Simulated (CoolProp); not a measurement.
Vapour-liquid equilibrium of propane (1) + R152A (2) at 6 bar; x and y are mole fractions of (1).

Values from CoolProp's multi-fluid Helmholtz-energy mixture model, Lemmon 2009 and Outcalt 1996; pair parameters Bell 2016.

Task: Give the bubble temperature and the first vapour's composition at x = 0.125, 0.425, 0.8. Is there an azeotrope?

Result: x = 0.125: 14.7 °C, y = 0.329; x = 0.425: 5.7 °C, y = 0.595; x = 0.8: 4.2 °C, y = 0.767. y crosses x between x = 0.65 and 0.725: the model has an azeotrope there.

Pair parameters are fitted to limited data, so mixtures are less certain than the pure fluids.
